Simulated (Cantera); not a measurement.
Feed: 1 mol HgO, a varied amount of N2, 0.04 mol O2, held at 602 °C and 0.0100 bar.

Equilibrium computed with Cantera from the NASA thermochemical tables; the gas is ideal and each condensed phase is pure. Candidate condensed phases: Hg, HgO; 10 gas species. The numbers say what is thermodynamically allowed, not how fast it happens.

x: gas mole fraction; nothing condenses.

```csv
n(N2) (mol),x N2,x Hg,x O2,x NO,x NO2
0.25,0.140,0.559,0.302,3.28e-6,…
0.37,0.194,0.524,0.283,3.74e-6,6.35e-8
0.56,0.267,0.476,0.257,4.19e-6,6.78e-8
0.85,0.356,0.418,0.226,4.53e-6,6.88e-8
1.3,0.458,0.352,0.190,4.72e-6,6.57e-8
1.9,0.552,0.291,0.157,4.71e-6,…
2.9,0.653,0.225,0.122,4.51e-6,…
4.4,0.741,0.168,0.0909,4.15e-6,…
6.7,0.813,0.121,0.0655,3.69e-6,…
10,0.867,0.0867,0.0468,3.22e-6,…
15,0.907,0.0605,0.0326,2.75e-6,…
23,0.937,0.0407,0.0220,2.30e-6,…
35,0.958,0.0274,0.0148,1.90e-6,…
```

Q: Some entries are withheld; supply them.

A: 
- 0.25, x NO2: 5.76e-8
- 1.9, x NO2: 5.96e-8
- 2.9, x NO2: 5.02e-8
- 4.4, x NO2: 3.99e-8
- 6.7, x NO2: 3.02e-8
- 10, x NO2: 2.22e-8
- 15, x NO2: 1.59e-8
- 23, x NO2: 1.09e-8
- 35, x NO2: 7.38e-9
